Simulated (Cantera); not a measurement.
What does this Cantera script print?

```python
import numpy as np
import cantera as ct

gas = ct.Solution("gri30.yaml")
gas.TPX = 300, 160000, {'CO': 1, 'H2': 0.065, 'O2': 0.444, 'N2': 1.67}
inlet = ct.Reservoir(gas, clone=True)
gas.equilibrate("HP")  # start burning
reactor = ct.IdealGasConstPressureReactor(gas, energy="on", clone=False)
exhaust = ct.Reservoir(gas, clone=True)
tau = [0.39, 0.17, 0.07, 0.03, 0.013, 0.0054, 0.0023, 0.00098, 0.00042, 0.00018, 7.6e-05, 3.2e-05][0]
for a, b in ((inlet, reactor), (reactor, exhaust)):
    ct.MassFlowController(a, b, mdot=lambda t: reactor.mass / tau)
net = ct.ReactorNet([reactor])
show = ['CO', 'H2', 'O2', 'HO2', 'NO', 'NO2']

rows = []
print(f"{'tau/s':>10s}{'T/K':>9s}" + "".join(f"{s:>11s}" for s in show))
for tau in [0.39, 0.17, 0.07, 0.03, 0.013, 0.0054, 0.0023, 0.00098, 0.00042, 0.00018, 7.6e-05, 3.2e-05]:
    net.initial_time = 0.0
    net.advance(30 * tau)
    before = gas.X
    net.advance(40 * tau)
    drift = np.max(np.abs(gas.X - before) / (gas.X + 1e-9))
    rows.append([gas.T, *gas[show].X, drift])
    print(f"{tau:10.3e}{gas.T:9.1f}" + "".join(f"{x:11.3e}" for x in gas[show].X))
```

It prints:

```
     tau/s      T/K         CO         H2         O2        HO2         NO        NO2
 3.900e-01   2421.2  7.862e-02  9.908e-04  5.675e-03  4.101e-07  2.744e-03  5.508e-07
 1.700e-01   2413.2  7.967e-02  1.008e-03  6.219e-03  4.417e-07  2.674e-03  5.659e-07
 7.000e-02   2394.9  8.209e-02  1.046e-03  7.466e-03  5.160e-07  2.501e-03  5.873e-07
 3.000e-02   2360.3  8.658e-02  1.121e-03  9.794e-03  6.693e-07  2.148e-03  5.837e-07
 1.300e-02   2302.3  9.388e-02  1.250e-03  1.357e-02  9.954e-07  1.549e-03  4.908e-07
 5.400e-03   2213.4  1.045e-01  1.452e-03  1.892e-02  1.747e-06  8.253e-04  2.964e-07
 2.300e-03   2103.3  1.165e-01  1.700e-03  2.473e-02  3.198e-06  3.688e-04  1.440e-07
 9.800e-04   1974.0  1.290e-01  1.963e-03  3.059e-02  5.655e-06  1.881e-04  7.884e-08
 4.200e-04   1826.6  1.419e-01  2.175e-03  3.654e-02  9.343e-06  1.263e-04  5.766e-08
 1.800e-04   1649.5  1.583e-01  2.256e-03  4.456e-02  1.543e-05  8.104e-05  4.326e-08
 7.600e-05    300.0  3.146e-01  2.045e-02  1.397e-01 -8.852e-19 -1.865e-20 -3.797e-20
 3.200e-05    300.0  3.146e-01  2.045e-02  1.397e-01 -5.750e-22 -1.211e-23 -2.466e-23
```

Cantera simulation using GRI-Mech 3.0 (53 species, 325 reactions); the numbers are that mechanism's predictions, not measurements.
